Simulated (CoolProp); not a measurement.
Vapour-liquid equilibrium of m-xylene (1) + o-xylene (2) at 259.85 °C; x and y are mole fractions of (1).

Model: multi-fluid Helmholtz-energy mixture model, Zhou 2012 and Zhou 2012; pair parameters Bell 2016, in CoolProp.

```
x     bubble pressure, mixture model (MPa)  bubble pressure, Raoult's law (MPa)  y, mixture model  y, Raoult's law
----  ------------------------------------  -----------------------------------  ----------------  ---------------
0.05                                 1.035                                1.036             0.054            0.055
0.2                                  1.052                                1.054                 ?            0.218
0.35                                     ?                                1.071                 ?            0.375
0.5                                  1.089                                1.089             0.521            0.527
0.65                                 1.108                                1.107                 ?            0.675
0.8                                  1.126                                1.125                 ?            0.817
0.95                                 1.144                                1.143             0.953            0.955
```

Task: What belongs in the gaps?

Result: 
- 0.2, y, mixture model: 0.213
- 0.35, bubble pressure, mixture model (MPa): 1.070
- 0.35, y, mixture model: 0.369
- 0.65, y, mixture model: 0.669
- 0.8, y, mixture model: 0.812

The largest gap from Raoult's law is -0.2 % in bubble pressure, at x = 0.2. No azeotrope shows between x = 0.05 and 0.95.

The pair parameters rest on a limited set of measurements; away from them the model extrapolates.
